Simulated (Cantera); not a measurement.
A freely propagating, adiabatic, planar premixed flame of CH4 : O2 : N2 = 1 : 1.43 : 5.14 (molar parts), equivalence ratio 1.4, unburnt at 525 K and 120 Torr; mixture-averaged transport, grid criteria slope 0.08 and curve 0.16, no radiation.

Model: GRI-Mech 3.0 (53 species, 325 reactions), integrated in Cantera. Burning velocities carry a grid error of a few per cent, more on coarse grids.

x: mole fraction of selected species; z is measured from the peak of heat release.

```tsv
z (mm)	T (K)	u (m/s)	x CH4	x O2	x CH3	x O	x C2H6	x H2O2
-6.46	525	0.976	0.132	0.188	3.19e-8	<1e-8	3.89e-8	<1e-8
-4.31	527	0.985	0.131	0.187	4.99e-7	<1e-8	1.23e-6	8.58e-8
-3.23	539	1.01	0.129	0.186	3.09e-6	2.33e-8	1.22e-5	4.68e-7
-2.15	[?]	1.20	0.121	0.178	[?]	[?]	[?]	[?]
-1.08	1078	2.11	0.0823	0.137	0.00119	1.83e-5	0.00192	3.53e-6
-0.538	1469	2.93	0.0451	0.0924	0.00469	0.000108	0.00149	2.99e-6
0	[?]	3.66	[?]	[?]	[?]	[?]	[?]	[?]
0.538	1986	4.03	0.00205	0.0167	0.00184	0.000633	3.03e-6	2.00e-7
1.08	2040	4.14	0.000236	0.00584	0.000338	0.000691	4.94e-8	3.06e-8
2.15	2059	4.16	3.54e-6	0.00128	7.37e-6	0.000648	<1e-8	1.36e-8
4.31	2066	4.17	<1e-8	0.000737	1.94e-8	0.000592	<1e-8	1.20e-8
8.61	2074	4.18	<1e-8	0.000652	<1e-8	0.000531	<1e-8	1.11e-8
17.2	2086	4.20	<1e-8	0.000542	<1e-8	0.000441	<1e-8	<1e-8
```

### Question
Fill in the missing entries.

### Answer

- -2.15, T (K): 629
- -2.15, x CH3: 3.45e-5
- -2.15, x O: 4.64e-7
- -2.15, x C2H6: 0.000214
- -2.15, x H2O2: 1.81e-6
- 0, T (K): 1812
- 0, x CH4: 0.0134
- 0, x O2: 0.0448
- 0, x CH3: 0.00526
- 0, x O: 0.000378
- 0, x C2H6: 0.000156
- 0, x H2O2: 1.06e-6
